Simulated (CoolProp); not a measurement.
A simple Rankine cycle with R124: condensing at 293.15 K, boiler at 3.01 MPa, turbine inlet 400.5 K, turbine efficiency 0.85, pump efficiency 0.6, no recuperator. Each further row changes one setting.

The numbers come from the reference Helmholtz-energy equation of state, de Vries 1995 in CoolProp.

| case | thermal efficiency (%) | net work (kJ/kg) | heat in (kJ/kg) | turbine exit temperature (K) | volume ratio over the turbine |
|---|---|---|---|---|---|
| as stated | 14.7 | … | 204 | 324.1 | 10.9 |
| turbine inlet 420.5 K | 14.9 | 34.0 | 228 | 349.1 | 10.0 |
| condensing temperature 285.15 K | 15.9 | 33.9 | 213 | 317.6 | 14.2 |
| boiler pressure 2.11 MPa | … | 28.8 | 219 | 343.4 | 6.77 |
| turbine efficiency 0.75 | 12.7 | 26.0 | 204 | 328.9 | … |

Question: What belongs in the gaps?

Answer: 
- as stated, net work (kJ/kg): 29.9
- boiler pressure 2.11 MPa, thermal efficiency (%): 13.2
- turbine efficiency 0.75, volume ratio over the turbine: 11.2
